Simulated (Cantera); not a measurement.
Input: 1 mol Mg(OH)₂, 0.49 mol H₂, equilibrated at 598.15 K.

Method: chemical equilibrium by Gibbs-energy minimisation in Cantera with the NASA 1993 tables (ideal gas, pure condensed phases). Candidate condensed phases: H₂O, Mg, MgO, Mg(OH)₂; 15 gas species. Kinetics and transport are ignored.

### Question
Which condensed phases are stable at each of these points (P (Pa)): 10, 36, 130, 460, 1700, 6000, 22000, 77000, 280000, 1000000?

### Answer
```json
[
 {"P (Pa)": "10", "condensed phases": "MgO(s)", "Mg condensed (%)": "100.0"},
 {"P (Pa)": "36", "condensed phases": "MgO(s)", "Mg condensed (%)": "100.0"},
 {"P (Pa)": "130", "condensed phases": "MgO(s)", "Mg condensed (%)": "100.0"},
 {"P (Pa)": "460", "condensed phases": "MgO(s)", "Mg condensed (%)": "100.0"},
 {"P (Pa)": "1700", "condensed phases": "MgO(s)", "Mg condensed (%)": "100.0"},
 {"P (Pa)": "6000", "condensed phases": "MgO(s)", "Mg condensed (%)": "100.0"},
 {"P (Pa)": "22000", "condensed phases": "MgO(s)", "Mg condensed (%)": "100.0"},
 {"P (Pa)": "77000", "condensed phases": "MgO(s)", "Mg condensed (%)": "100.0"},
 {"P (Pa)": "280000", "condensed phases": "MgO(s)", "Mg condensed (%)": "100.0"},
 {"P (Pa)": "1000000", "condensed phases": "MgO(s) + Mg(OH)₂(s)", "Mg condensed (%)": "100.0"}
]
```

From 10.0 Pa to 280000 Pa the condensed part is MgO(s). At 1000000 Pa the condensed part is MgO(s) + Mg(OH)₂(s).
